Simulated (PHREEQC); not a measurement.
## Buffer

A solution holds 0.024 mol HF, 0.025 mol NaOH and 0.0024 mol KCl per kg of water, at 25 °C. It is in equilibrium with CO2 at log p = -3.4 (atm). Otherwise closed; pH follows from the charge balance.

Equilibrium calculation in PHREEQC: ion-association model, phreeqc.dat.

```json
{
  "pH": "8.14",
  "ionic_strength": "0.0272 mol/kgw",
  "specific_conductance": "2640 µS/cm",
  "total_alkalinity": "1.00 meq/kg"
}
```

```csv
species,molality,activity,log γ
Na+,0.0247,0.0212,-0.067
F-,0.0238,0.0202,-0.071
Cl-,0.00240,0.00204,-0.070
K+,0.00240,0.00204,-0.070
HCO3-,0.000964,0.000830,-0.065
NaF,0.000245,0.000247,0.003
```

No solid was allowed to form. Species that the database lacks are ignored.
